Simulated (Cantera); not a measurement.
Standard-state values (1 bar) from the NASA 1993 polynomials, evaluated with Cantera. Values are per mole of reaction as written; species without (g) are pure solids or liquids, kept so even where they would boil at 1 bar.

H2O(g) + Nb2O5 = 2 OH(g) + 2 NbO2(g)

```
T (K)    ΔH° (kJ)   ΔS° (J/K)    ΔG° (kJ)     log10 K  condensed phases
-----  ----------  ----------  ----------  ----------  ----------------
1748   (withheld)  (withheld)  (withheld)  (withheld)          Nb2O5(s)
1848       1647.3       459.1       798.8      -22.58          Nb2O5(l)
1948       1636.4       453.4       753.2      -20.20          Nb2O5(l)
2048   (withheld)  (withheld)  (withheld)  (withheld)          Nb2O5(l)
2148       1614.5       442.7       663.6      -16.14          Nb2O5(l)
2248       1603.6       437.7       619.6      -14.40          Nb2O5(l)
2348       1592.7       433.0       576.1      -12.82          Nb2O5(l)
2448       1581.8       428.4       533.0      -11.37          Nb2O5(l)
2548       1570.8       424.0       490.4      -10.05          Nb2O5(l)
```

### Question
Some entries are withheld; supply them.

### Answer

- 1748, ΔH° (kJ): 1760.3
- 1748, ΔS° (J/K): 522.4
- 1748, ΔG° (kJ): 847.2
- 1748, log10 K: -25.32
- 2048, ΔH° (kJ): 1625.5
- 2048, ΔS° (J/K): 447.9
- 2048, ΔG° (kJ): 708.2
- 2048, log10 K: -18.06
